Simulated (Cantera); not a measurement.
Input: 1 mol TiO2, 0.15 mol MgCl2, 0.7 mol O2, held at 848.15 K and 2.60 bar.

Method: chemical equilibrium by Gibbs-energy minimisation in Cantera with the NASA 1993 tables (ideal gas, pure condensed phases). Candidate condensed phases: Mg, MgCl2, MgO, MgTiO3, MgTi2O5, Mg2TiO4, Ti, TiCl2, TiCl3, TiCl4, TiO, TiO2, Ti2O3, Ti3O5, Ti4O7; 20 gas species. Condensed phases not in the tables: TiOCl, alloys, solid solutions and most ternary compounds. Kinetics and transport are ignored.

Base state: O2 0.806, Cl2 0.194 (mole fractions); condensed: MgTi2O5(s) + TiO2(rutile).

Problem. What changes in the equilibrium state with this change: temperature from 848.15 K to 1500 K?

Solution. 
| species | before | after |
|---|---|---|
| O2 | 0.806 | 0.800 |
| Cl2 | 0.194 | 0.182 |
| Cl | 7.33e-6 | 0.0154 |
| TiCl4 | <1e-9 | 2.58e-5 |
| MgCl2 | 2.68e-9 | 0.00206 |
| ClO | 1.07e-6 | 0.000548 |
| MgTi2O5(s), mol | 0.150 | 0.148 |
| TiO2(rutile), mol | 0.700 | 0.703 |
Mutual solubility and eutectic melting of coexisting phases are not modelled. Condensed phases not in the tables: alloys, solid solutions and most ternary compounds.

Problem. What changes in the equilibrium state with this change: MgCl2 from 0.15 to 2.9 mol?

Solution. 
| species | before | after |
|---|---|---|
| Cl2 | 0.194 | 0.833 |
| O2 | 0.806 | 0.167 |
| Cl | 7.33e-6 | 1.52e-5 |
| MgTi2O5(s), mol | 0.150 | 0 |
| TiO2(rutile), mol | 0.700 | 0 |
| MgCl2(s), mol | 0 | 1.90 |
| MgTiO3(s), mol | 0 | 1.00 |
